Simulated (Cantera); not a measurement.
Input: 1 mol Si, 0.081 mol O2, 22 mol H2, 0.068 mol N2O, held at 7.50 Torr.

Method: chemical equilibrium by Gibbs-energy minimisation in Cantera with the NASA 1993 tables (ideal gas, pure condensed phases). Candidate condensed phases: H2O, Si, SiO2, Si2N2O, Si3N4; 35 gas species. Mutual solubility and eutectic melting of coexisting phases are not modelled. The tables' values for SiN are old estimates; treat these amounts as uncertain. The tables hold silica as quartz up to 1696 K and as liquid above; real silica turns to tridymite and cristobalite and melts near 1996 K. Gases not in the tables: Si2H6 and higher silanes. Rates play no part.

x: gas mole fraction; n: condensed amount in mol.

| T (K) | x H2 | x H | x Si | x SiO | x N2 | n Si(s) | n SiO2(β-quartz) | n Si2N2O(s) | n Si(l) |
|---|---|---|---|---|---|---|---|---|---|
| 1225 | 1.000 | 3.12e-6 | 3.46e-10 | 0.000109 | 1.30e-9 | 0.782 | 0.0798 | 0.0680 | 0 |
| 1375 | 0.996 | 3.42e-5 | 4.11e-8 | 0.00430 | 2.34e-7 | 0.736 | 0.0335 | 0.0680 | 0 |
| 1525 | 0.992 | [?] | [?] | [?] | [?] | 0.706 | 0 | 0.0644 | 0 |
| 1675 | 0.985 | 0.00115 | 4.34e-5 | 0.0103 | 0.00305 | 0.769 | 0 | 0 | 0 |
| 1825 | 0.982 | [?] | [?] | 0.0103 | 0.00304 | 0 | 0 | 0 | [?] |
| 1975 | 0.970 | 0.0135 | 0.00323 | 0.0102 | 0.00301 | 0 | 0 | 0 | 0.688 |
| 2125 | 0.933 | 0.0351 | 0.0174 | 0.00995 | 0.00292 | 0 | 0 | 0 | 0.328 |

Question: What belongs in the gaps?

Answer: 
- 1825, x H: 0.00436
- 1825, x Si: 0.000455
- 1825, n Si(l): 0.758
- 1525, x H: 0.000236
- 1525, x Si: 1.89e-6
- 1525, x SiO: 0.00747
- 1525, x N2: 0.000162
